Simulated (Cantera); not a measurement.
What does this Cantera script print?

```python
import numpy as np
import cantera as ct

gas_names = """
    CL CLO CL2 Fe FeCL FeCL2 FeCL3 FeO Fe(OH)2 Fe2CL4 Fe2CL6 H HCL HOCL HO2 H2 H2O H2O2 O OH O2 O3
""".split()
cond_names = """
    Fe(a) Fe(c) Fe(d) Fe(L) FeCL2(s) FeCL2(L) FeCL3(s) FeCL3(L) FeO(s) FeO(L) Fe(OH)2(s) Fe(OH)3(s)
    Fe2O3(s) Fe3O4(s) H2O(s) H2O(L)
""".split()


def load(file, names, dense=False):
    # The tables refer to 1 bar. Condensed volumes are neglected.
    table = {s.name: s for s in ct.Species.list_from_file(file)}
    out = []
    for n in names:
        d = dict(table[n].input_data)
        d["thermo"] = dict(d["thermo"], **{"reference-pressure": 1e5})
        if dense:
            d["equation-of-state"] = {"model": "constant-volume", "density": "1e6 g/cm^3"}
        out.append(ct.Species.from_dict(d))
    return out


gas = ct.Solution(thermo="ideal-gas", species=load("nasa_gas.yaml", gas_names))
cond = {s.name: ct.Solution(thermo="fixed-stoichiometry", species=[s], name=s.name)
        for s in load("nasa_condensed.yaml", cond_names, dense=True)}
atoms = {
    'FeCl3': {'Fe': 1, 'CL': 3},
    'H2O': {'H': 2, 'O': 1},
    'H2': {'H': 2},
}
top_T = {'Fe2O3(s)': 1830, 'Fe3O4(s)': 1870}  # K; cautious upper limits of use, not melting points


def equilibrate(T, P, feed):
    n = {}
    for name, mol in feed.items():
        for a, k in atoms[name].items():
            n[a] = n.get(a, 0.0) + k * mol
    gas.TPX = T, P, n
    mass = sum(n.values()) * gas.mean_molecular_weight
    gas.equilibrate("TP")
    valid = [c for c in cond.values() if c.min_temp <= T <= top_T.get(c.name, c.max_temp)]
    mix = ct.Mixture([(gas, mass / gas.mean_molecular_weight)] + [(c, 0.0) for c in valid])
    mix.T, mix.P = T, P
    mix.equilibrate("TP", solver="vcs", rtol=1e-11, max_steps=5000)
    return mix


results = []
feed = {'FeCl3': 1, 'H2O': 0.21, 'H2': 120}  # mol
P = 1333.22  # Pa
for T in [800, 1000, 1200, 1400, 1600, 1800, 2000, 2200]:
    mix = equilibrate(T, P, feed)
    results.append((T, P, feed, dict(zip(mix.species_names, mix.species_moles))))
    x = sorted(zip(gas.X, gas.species_names), reverse=True)
    print(f"T = {T:g} K  P = {P:g} Pa  gas = {mix.phase_moles(0):.4g} mol")
    print("   x: " + "  ".join(f"{s} {v:.3e}" for v, s in x if v > 0.0001))
    print("   condensed (mol): " + ("  ".join(f"{mix.phase(i).name} {mix.phase_moles(i):.4g}"
          for i in range(1, mix.n_phases) if mix.phase_moles(i) > 1e-12) or "none"))
```

Result:

```
T = 800 K  P = 1333.22 Pa  gas = 121.7 mol
   x: H2 9.737e-01  HCL 2.459e-02  H2O 1.725e-03
   condensed (mol): Fe(a) 0.9963
T = 1000 K  P = 1333.22 Pa  gas = 121.7 mol
   x: H2 9.737e-01  HCL 2.443e-02  H2O 1.725e-03  FeCL2 1.077e-04
   condensed (mol): Fe(a) 0.9869
T = 1200 K  P = 1333.22 Pa  gas = 121.7 mol
   x: H2 9.738e-01  HCL 2.420e-02  H2O 1.725e-03  FeCL2 2.256e-04
   condensed (mol): Fe(c) 0.9725
T = 1400 K  P = 1333.22 Pa  gas = 121.7 mol
   x: H2 9.739e-01  HCL 2.392e-02  H2O 1.725e-03  FeCL2 3.632e-04
   condensed (mol): Fe(c) 0.9557
T = 1600 K  P = 1333.22 Pa  gas = 121.7 mol
   x: H2 9.736e-01  HCL 2.362e-02  H2O 1.725e-03  FeCL2 5.075e-04  H 4.646e-04
   condensed (mol): Fe(c) 0.9282
T = 1800 K  P = 1333.22 Pa  gas = 122.2 mol
   x: H2 9.691e-01  HCL 2.322e-02  H 3.053e-03  Fe 2.210e-03  H2O 1.719e-03  FeCL2 6.388e-04
   condensed (mol): Fe(d) 0.6515
T = 2000 K  P = 1333.22 Pa  gas = 123.5 mol
   x: H2 9.526e-01  HCL 2.359e-02  H 1.375e-02  Fe 7.873e-03  H2O 1.697e-03  CL 2.536e-04  FeCL2 2.131e-04
   condensed (mol): none
T = 2200 K  P = 1333.22 Pa  gas = 125.7 mol
   x: H2 9.198e-01  H 4.678e-02  HCL 2.295e-02  Fe 7.920e-03  H2O 1.658e-03  CL 8.494e-04
   condensed (mol): none
```

These are equilibrium values from Cantera (NASA tables, ideal gas, pure condensed phases), not measurements of a reactor. Condensed phases not in the tables: FeOCl.
